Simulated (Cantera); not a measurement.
A Cantera script and what it prints.

```python
import numpy as np
import cantera as ct

gas_names = """
    CL CL2 H HCL H2 N NH NH2 NH3 N2 N2H2 N2H4 Si SiCL SiCL2 SiCL3 SiCL4 SiH SiHCL3 SiH2 SiH2CL2 SiH3
    SiH3CL SiH4 SiN Si2 Si2N Si3
""".split()
cond_names = """
    NH4CL(a) NH4CL(b) Si(cr) Si(L) Si3N4(a)
""".split()


def load(file, names, dense=False):
    # The tables refer to 1 bar. Condensed volumes are neglected.
    table = {s.name: s for s in ct.Species.list_from_file(file)}
    out = []
    for n in names:
        d = dict(table[n].input_data)
        d["thermo"] = dict(d["thermo"], **{"reference-pressure": 1e5})
        if dense:
            d["equation-of-state"] = {"model": "constant-volume", "density": "1e6 g/cm^3"}
        out.append(ct.Species.from_dict(d))
    return out


gas = ct.Solution(thermo="ideal-gas", species=load("nasa_gas.yaml", gas_names))
cond = {s.name: ct.Solution(thermo="fixed-stoichiometry", species=[s], name=s.name)
        for s in load("nasa_condensed.yaml", cond_names, dense=True)}
atoms = {
    'SiCl4': {'Si': 1, 'CL': 4},
    'HCl': {'H': 1, 'CL': 1},
    'N2': {'N': 2},
}
top_T = {'Si3N4(a)': 2400}  # K; cautious upper limits of use, not melting points


def equilibrate(T, P, feed):
    n = {}
    for name, mol in feed.items():
        for a, k in atoms[name].items():
            n[a] = n.get(a, 0.0) + k * mol
    gas.TPX = T, P, n
    mass = sum(n.values()) * gas.mean_molecular_weight
    gas.equilibrate("TP")
    valid = [c for c in cond.values() if c.min_temp <= T <= top_T.get(c.name, c.max_temp)]
    mix = ct.Mixture([(gas, mass / gas.mean_molecular_weight)] + [(c, 0.0) for c in valid])
    mix.T, mix.P = T, P
    mix.equilibrate("TP", solver="vcs", rtol=1e-11, max_steps=5000)
    return mix


results = []
feed = {'SiCl4': 1, 'HCl': 0.59, 'N2': 28}  # mol
P = 13332.2  # Pa
for T in [873, 973, 1073, 1173, 1273, 1373, 1473, 1573, 1673]:
    mix = equilibrate(T, P, feed)
    results.append((T, P, feed, dict(zip(mix.species_names, mix.species_moles))))
    x = sorted(zip(gas.X, gas.species_names), reverse=True)
    print(f"T = {T:g} K  P = {P:g} Pa  gas = {mix.phase_moles(0):.4g} mol")
    print("   x: " + "  ".join(f"{s} {v:.3e}" for v, s in x if v > 0.001))
    print("   condensed (mol): " + ("  ".join(f"{mix.phase(i).name} {mix.phase_moles(i):.4g}"
          for i in range(1, mix.n_phases) if mix.phase_moles(i) > 1e-12) or "none"))
```

Output:

```
T = 873 K  P = 13332.2 Pa  gas = 29.59 mol
   x: N2 9.463e-01  SiCL4 3.380e-02  HCL 1.994e-02
   condensed (mol): none
T = 973 K  P = 13332.2 Pa  gas = 29.59 mol
   x: N2 9.463e-01  SiCL4 3.380e-02  HCL 1.994e-02
   condensed (mol): none
T = 1073 K  P = 13332.2 Pa  gas = 29.59 mol
   x: N2 9.463e-01  SiCL4 3.379e-02  HCL 1.994e-02
   condensed (mol): none
T = 1173 K  P = 13332.2 Pa  gas = 29.59 mol
   x: N2 9.463e-01  SiCL4 3.379e-02  HCL 1.994e-02
   condensed (mol): none
T = 1273 K  P = 13332.2 Pa  gas = 29.59 mol
   x: N2 9.462e-01  SiCL4 3.375e-02  HCL 1.994e-02
   condensed (mol): none
T = 1373 K  P = 13332.2 Pa  gas = 29.59 mol
   x: N2 9.461e-01  SiCL4 3.363e-02  HCL 1.993e-02
   condensed (mol): none
T = 1473 K  P = 13332.2 Pa  gas = 29.61 mol
   x: N2 9.458e-01  SiCL4 3.326e-02  HCL 1.993e-02
   condensed (mol): none
T = 1573 K  P = 13332.2 Pa  gas = 29.63 mol
   x: N2 9.448e-01  SiCL4 3.234e-02  HCL 1.991e-02  CL 1.472e-03  SiCL3 1.272e-03
   condensed (mol): none
T = 1673 K  P = 13332.2 Pa  gas = 29.7 mol
   x: N2 9.427e-01  SiCL4 3.032e-02  HCL 1.986e-02  CL 3.752e-03  SiCL3 2.802e-03
   condensed (mol): none
```

Method: chemical equilibrium by Gibbs-energy minimisation in Cantera with the NASA 1993 tables (ideal gas, pure condensed phases). The tables' values for SiCl3 are old estimates; treat these amounts as uncertain.
